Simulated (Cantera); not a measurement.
A perfectly stirred reactor is fed with CH4 : O2 : N2 = 1 : 1.43 : 5.37 (molar parts), equivalence ratio 1.4, at 4.93 atm; it is adiabatic with a 450 K inlet, and is followed from long to short residence time, starting on the burning branch (τ in s: 0.063, 0.022, 0.0074, 0.0025, 0.00087, 0.0003, 0.0001, 3.5e-05, 1.2e-05, 4.1e-06).

Model: GRI-Mech 3.0 (53 species, 325 reactions), integrated in Cantera.

Task: What does this change do: pressure from 4.93 atm to 0.987 atm?

Result: 
```csv
quantity,before,after
"blow-out, bracketed by the residence times tried","burning at 0.300 ms, out at 0.100 ms","burning at 0.300 ms, out at 0.100 ms"
x(CH4) at τ = 63.0 ms,0.000394,0.000103
x(O2) at τ = 63.0 ms,8.59e-5,0.000123
x(CO2) at τ = 63.0 ms,0.0447,0.0445
x(OH) at τ = 63.0 ms,0.000136,0.000553
x(H) at τ = 63.0 ms,0.000393,0.00166
x(CH4) at τ = 0.300 ms,0.00650,0.00332
x(O2) at τ = 0.300 ms,0.00968,0.0108
x(CO2) at τ = 0.300 ms,0.0398,0.0351
x(OH) at τ = 0.300 ms,0.000286,0.00107
x(H) at τ = 0.300 ms,0.000631,0.00334
```

Task: What does this change do: CH4 1 to 0.66 parts?

Result: 
```json
[
 {"quantity": "blow-out, bracketed by the residence times tried", "before": "burning at 0.300 ms, out at 0.100 ms", "after": "burning at 35.0 µs, out at 12.0 µs"},
 {"quantity": "x(CH4) at τ = 63.0 ms", "before": "0.000394", "after": "1.55e-6"},
 {"quantity": "x(O2) at τ = 63.0 ms", "before": "8.59e-5", "after": "0.0151"},
 {"quantity": "x(CO2) at τ = 63.0 ms", "before": "0.0447", "after": "0.0849"},
 {"quantity": "x(OH) at τ = 63.0 ms", "before": "0.000136", "after": "0.00311"},
 {"quantity": "x(H) at τ = 63.0 ms", "before": "0.000393", "after": "0.000139"},
 {"quantity": "x(CH4) at τ = 0.300 ms", "before": "0.00650", "after": "0.000129"},
 {"quantity": "x(O2) at τ = 0.300 ms", "before": "0.00968", "after": "0.0222"},
 {"quantity": "x(CO2) at τ = 0.300 ms", "before": "0.0398", "after": "0.0740"},
 {"quantity": "x(OH) at τ = 0.300 ms", "before": "0.000286", "after": "0.00572"},
 {"quantity": "x(H) at τ = 0.300 ms", "before": "0.000631", "after": "0.00122"}
]
```

Task: What does this change do: inlet temperature 450 to 525 K?

Result: 
```
quantity                                                                        before                                 after
------------------------------------------------  ------------------------------------  ------------------------------------
blow-out, bracketed by the residence times tried  burning at 0.300 ms, out at 0.100 ms  burning at 0.300 ms, out at 0.100 ms
x(CH4) at τ = 63.0 ms                                                         0.000394                              0.000194
x(O2) at τ = 63.0 ms                                                           8.59e-5                               5.98e-5
x(CO2) at τ = 63.0 ms                                                           0.0447                                0.0439
x(OH) at τ = 63.0 ms                                                          0.000136                              0.000207
x(H) at τ = 63.0 ms                                                           0.000393                              0.000548
x(CH4) at τ = 0.300 ms                                                         0.00650                               0.00444
x(O2) at τ = 0.300 ms                                                          0.00968                               0.00654
x(CO2) at τ = 0.300 ms                                                          0.0398                                0.0408
x(OH) at τ = 0.300 ms                                                         0.000286                              0.000425
x(H) at τ = 0.300 ms                                                          0.000631                              0.000914
```
